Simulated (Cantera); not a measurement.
**Low-pressure radical oxidation in H2/O2**

An isothermal, constant-pressure homogeneous reactor starts with H₂ : O₂ : H₂O = 0.057 : 1 : 0.0018 (molar parts), at 1050 K and 0.0336 atm.

Model: the H2/O2 subset of GRI-Mech 3.0, which has no nitrogen chemistry, integrated in Cantera. Radical loss at walls, strong at low pressure, is not modelled. The temperature is held fixed by assumption; the heat of reaction is taken as removed at once.

```tsv
t (s)	x H₂	x O₂	x H₂O	x H	x O
3.00e-6	0.0538	0.944	0.00170	1.34e-11	<1e-12
1.27e-5	0.0538	0.944	0.00170	5.11e-11	8.62e-12
5.38e-5	0.0538	0.944	0.00170	1.83e-10	1.21e-10
0.000228	0.0538	0.944	0.00170	1.58e-9	2.35e-9
0.000965	0.0538	0.944	0.00171	2.71e-6	4.47e-6
0.00409	0.000973	0.928	0.0525	0.00412	0.0130
0.0173	7.32e-5	0.942	0.0567	9.20e-5	0.00121
0.0734	4.07e-6	0.943	0.0570	1.40e-6	7.45e-5
0.311	2.85e-7	0.943	0.0571	3.63e-8	6.49e-6
1.32	3.28e-8	0.943	0.0571	1.83e-9	8.88e-7
5.57	5.43e-9	0.943	0.0571	1.40e-10	1.60e-7
23.6	1.09e-9	0.943	0.0571	1.32e-11	3.32e-8
100	2.56e-10	0.943	0.0571	1.55e-12	7.93e-9
```
x: mole fraction; the columns are a selection and need not sum to one.

Equilibrium at this temperature and pressure: H₂ 1.16e-10, O₂ 0.943, H₂O 0.0571, H <1e-12, O 3.54e-9 (gas phase only).
